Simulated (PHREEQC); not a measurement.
A solution holds 0.01 mol/kgw NiSO4, 0.0079 mol/kgw CaCl2 and 0.000774 mol/kgw H2SO4, at 25 °C. Closed to the air; pH follows from the charge balance.

The numbers come from PHREEQC with the ion-association model, wateq4f.dat.

Problem. The ionic strength comes out as 0.0497 mol/kgw. What activity coefficients do SO4-2, Cl-, NiCl+, CaHSO4+, Ni+2 get?

Solution. SO4-2 0.46, Cl- 0.81, NiCl+ 0.82, CaHSO4+ 0.82, Ni+2 0.46.

This is a speciation only: nothing precipitates in the calculation.
